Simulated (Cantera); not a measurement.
A perfectly stirred reactor is fed with 6.09 % CH₄, 0.853 % C₂H₆, 0.670 % C₃H₈, 13.2 % O₂, 79.2 % N₂, equivalence ratio 1.4, at 15.8 atm; it is adiabatic with a 625 K inlet, and is followed from long to short residence time, starting on the burning branch (τ in s: 0.34, 0.14, 0.06, 0.025, 0.011, 0.0045, 0.0019, 0.00079, 0.00033, 0.00014, 5.9e-05).

Model: GRI-Mech 3.0 (53 species, 325 reactions), integrated in Cantera. The pressure lies above the range GRI-Mech 3.0 was tuned for (to about 10 atm).

One state of this run: T (K) = 1868; x CH₄ = 0.00456; x C₂H₆ = 1.32e-5; x C₃H₈ = 6.77e-7; x NO₂ = 3.50e-10; x C₂H₂ = 0.00251; x CO = 0.0423; x CH₂CO = 2.25e-5. x: mole fraction; the columns are a selection and need not sum to one.

**Question.** Which value of τ (s) does it belong to?
A. 0.00014
B. 0.14
C. 0.011
D. 0.00033

**Answer.** C, 0.011
